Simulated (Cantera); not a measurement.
Ignition delay

Mixture: 21.0 % CH3OH, 16.6 % O2, 62.4 % N2, equivalence ratio 1.9, at 101000 Pa, adiabatic and at constant pressure. Ignition delay is the time to a rise of 400 K.

Detailed kinetics in Cantera: GRI-Mech 3.0 (53 species, 325 reactions). GRI-Mech 3.0 was tuned for natural gas; its chemistry of methanol as a main component is partial and can be far from experiment.

```json
[
 {"T0 (K)": "1025", "delay (ms)": "250"},
 {"T0 (K)": "1100", "delay (ms)": "50.2"},
 {"T0 (K)": "1175", "delay (ms)": "12.5"},
 {"T0 (K)": "1250", "delay (ms)": "3.70"},
 {"T0 (K)": "1325", "delay (ms)": "1.28"},
 {"T0 (K)": "1400", "delay (ms)": "0.509"},
 {"T0 (K)": "1475", "delay (ms)": "0.228"},
 {"T0 (K)": "1550", "delay (ms)": "0.114"}
]
```

```yaml
apparent activation energy between 1400 and 1550 K: 180 kJ/mol
```
